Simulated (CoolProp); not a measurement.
The fluid at 398.9 K and 3.27 MPa (stagnation) flows isentropically through a choked orifice. The same conditions are run with several fluids, on thermodynamics alone (safety and materials aside).

Values from CoolProp's reference Helmholtz-energy equation of state of each fluid (nitrous oxide: Lemmon 2006; sulfur hexafluoride: Guder 2009; fluoroethane (R161): Wu 2012; cyclopropane: Polt 1992; R410A: Lemmon 2003). The equations of Platzer and Polt are older, rougher fits. Blends and air are pseudo-pure fits.

```json
[
 {"fluid": "nitrous oxide", "throat to inlet pressure ratio": "0.555", "mass flux (kg/(m² s))": "8110", "throat temperature (K)": "352.0"},
 {"fluid": "sulfur hexafluoride", "throat to inlet pressure ratio": "0.603", "mass flux (kg/(m² s))": "14200", "throat temperature (K)": "380.8"},
 {"fluid": "fluoroethane (R161)", "throat to inlet pressure ratio": "0.596", "mass flux (kg/(m² s))": "8600", "throat temperature (K)": "369.6"},
 {"fluid": "cyclopropane", "throat to inlet pressure ratio": "0.600", "mass flux (kg/(m² s))": "8070", "throat temperature (K)": "370.3"},
 {"fluid": "R410A", "throat to inlet pressure ratio": "0.586", "mass flux (kg/(m² s))": "10400", "throat temperature (K)": "368.7"}
]
```
